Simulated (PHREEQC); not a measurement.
0.065 g of hydrous ferric oxide (600 m²/g; 0.2 weak and 0.005 strong sites per Fe, Dzombak-Morel constants, diffuse double layer) in 1 kg of water with 0.005 mol/kgw of an inert sodium salt and 1.7e-06 mol Na2HAsO4, at 25 °C; the pH is set by adding NaOH or the inert anion's acid. O2 is buffered at 0.21 atm. No CO2 enters from the air. Precipitation was switched off in this run.

The series has 17 steps of pH, from 4 to 12.

All values are PHREEQC results (ion-association model, wateq4f.dat), not measurements.

Task: Near which pH is half of the As sorbed, and on which side is more sorbed?

Result: Near pH 9.7, with more sorbed at lower pH.
